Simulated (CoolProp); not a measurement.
R236EA along the isotherm 412 K: fugacity coefficient from the reference equation and from simpler models built on Tc = 412.4 K, pc = 3414 kPa, ω = 0.368; each cubic takes its own stable root.

Values from CoolProp's reference Helmholtz-energy equation of state, Rui 2013.

```tsv
p (kPa)	phase	reference
600	gas	0.9399
1200	gas	0.8809
1800	gas	0.8226
2400	gas	0.7642
3000	gas	0.7041
3600	liquid	0.6300
4200	liquid	0.5570
4800	liquid	0.5018
5400	liquid	0.4588
6000	liquid	0.4244
```

**Question.** How far does each simpler model (Soave-Redlich-Kwong, Peng-Robinson) lie from the reference over these 10 states: mean and median of the absolute difference, and the worst?

**Answer.** 
- Soave-Redlich-Kwong: mean 1.5 %, median 0.9 %, worst +3.8 % at 412 K and 6000 kPa
- Peng-Robinson: mean 1.7 %, median 1.7 %, worst -2.5 % at 412 K and 3000 kPa
